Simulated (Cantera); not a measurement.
## BCl3 + O2 + N2 (boron, boron nitride and boron oxide)

Charge: 1 mol BCl3, 4 mol O2, 14 mol N2, equilibrated at 12.8 Torr.

Cantera equilibrium calculation (NASA polynomials, part measured and part estimated; ideal gas, pure solids and liquids). Candidate condensed phases: B, BN, B2O3; 25 gas species. The tables' values for BOCl are old estimates; treat these amounts as uncertain. Rates play no part.

| T (K) | x N2 | x O2 | x Cl | x Cl2 | x O | x BO2 | x B2O3 | x NO | n B2O3(l) |
|---|---|---|---|---|---|---|---|---|---|
| 1048 | 0.746 | 0.173 | 0.00166 | 0.0791 | 2.02e-9 | 1.62e-9 | 1.76e-9 | 4.57e-5 | 0.500 |
| 1198 | 0.743 | 0.172 | 0.00970 | 0.0747 | 7.65e-8 | 1.92e-7 | 5.07e-7 | 0.000169 | 0.500 |
| 1348 | 0.733 | 0.170 | 0.0355 | 0.0608 | 1.29e-6 | 7.68e-6 | 3.93e-5 | 0.000464 | 0.499 |
| 1498 | 0.714 | 0.165 | 0.0826 | 0.0349 | 1.23e-5 | 0.000143 | 0.00122 | 0.00102 | 0.469 |
| 1648 | 0.684 | 0.158 | 0.120 | 0.0117 | 7.72e-5 | 0.00153 | 0.0198 | 0.00191 | 0.0488 |
| 1798 | 0.675 | 0.155 | 0.136 | 0.00319 | 0.000361 | 0.00358 | 0.0209 | 0.00328 | 0 |
| 1948 | 0.672 | 0.152 | 0.140 | 0.000919 | 0.00133 | 0.00690 | 0.0193 | 0.00520 | 0 |
| 2098 | 0.668 | 0.148 | 0.141 | 0.000304 | 0.00404 | 0.0117 | 0.0170 | 0.00765 | 0 |
| 2248 | 0.663 | 0.141 | 0.141 | 0.000115 | 0.0105 | 0.0176 | 0.0139 | 0.0106 | 0 |
| 2398 | 0.655 | 0.130 | 0.140 | 4.82e-5 | 0.0237 | 0.0235 | 0.0104 | 0.0137 | 0 |
x: gas mole fraction; n: condensed amount in mol.

From 1048 K to 1648 K the condensed part is B2O3(l). From 1798 K to 2398 K nothing is condensed.
